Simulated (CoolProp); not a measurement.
Computed with CoolProp (reference Helmholtz-energy equation of state, Lemmon 2006). It is a short technical equation, of lower accuracy than the large ones.

For CH3F (R41), give the phase and the cp (kJ/(kg K)), cv (kJ/(kg K)) at 425 K and 8.55 bar; 425 K and 32.3 bar; 425 K and 122 bar.


- 425 K and 8.55 bar: gas; cp 1.39, cv 1.12
- 425 K and 32.3 bar: gas; cp 1.51, cv 1.15
- 425 K and 122 bar: supercritical; cp 2.20, cv 1.26
